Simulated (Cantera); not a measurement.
What does this Cantera script print?

```python
import numpy as np
import cantera as ct

surf = ct.Interface("ptcombust.yaml", "Pt_surf")
gas = surf.adjacent["gas"]
gas.TPX = 300, 10000, {'CH4': 0.076, 'O2': 0.13, 'N2': 0.79}
jet = ct.ImpingingJet(gas=gas, width=0.056, surface=surf)
jet.inlet.mdot, jet.inlet.T, jet.inlet.X = 0.058, 300, {'CH4': 0.076, 'O2': 0.13, 'N2': 0.79}
jet.set_refine_criteria(ratio=10, slope=0.2, curve=0.3)
show, cover = ['CH4', 'O2', 'H2O', 'OH', 'CO', 'CO2'], ["PT(S)", "H(S)", "O(S)", "OH(S)", "CO(S)", "C(S)"]

rows = []
print(f"{'Ts/K':>7s}" + "".join(f"{s:>11s}" for s in show + cover) + "   (gas at the wall, coverages)")
for i, Ts in enumerate([900, 950, 1000, 1050, 1100]):
    jet.surface.T = Ts
    if i == 0:
        surf.TP = Ts, 10000
        surf.coverages = "PT(S):0.5, O(S):0.5"
        surf.advance_coverages(1.0)
        jet.set_initial_guess(products="inlet")
    jet.solve(loglevel=0, auto=(i == 0))
    rows.append([*(jet.X[gas.species_index(s), -1] for s in show), *surf[cover].coverages])
    print(f"{Ts:7g}" + "".join(f"{x:11.3e}" for x in rows[-1]))
```

Result:

```
   Ts/K        CH4         O2        H2O         OH         CO        CO2      PT(S)       H(S)       O(S)      OH(S)      CO(S)       C(S)   (gas at the wall, coverages)
    900  9.105e-03  4.278e-03  1.236e-01  3.871e-10  3.296e-02  4.395e-02  5.985e-01  1.159e-04  6.300e-05  4.760e-05  3.986e-01  2.645e-03
    950  6.543e-03  3.231e-03  1.275e-01  8.672e-10  4.130e-02  3.713e-02  7.120e-01  2.602e-04  3.596e-05  3.177e-05  2.846e-01  3.104e-03
   1000  5.043e-03  2.615e-03  1.291e-01  2.018e-09  4.551e-02  3.393e-02  8.155e-01  4.727e-04  2.678e-05  2.432e-05  1.811e-01  2.878e-03
   1050  4.266e-03  2.306e-03  1.286e-01  4.909e-09  4.617e-02  3.405e-02  8.925e-01  6.901e-04  2.564e-05  2.094e-05  1.047e-01  2.131e-03
   1100  3.905e-03  2.182e-03  1.264e-01  1.220e-08  4.427e-02  3.669e-02  9.410e-01  8.468e-04  2.969e-05  1.965e-05  5.672e-02  1.341e-03
```

Detailed kinetics in Cantera: Deutschmann's 1995 Pt surface mechanism with GRI-Mech 3.0 gas chemistry. Catalytic surfaces can have several steady states; this one follows from the mechanism file's or the stated starting coverage.
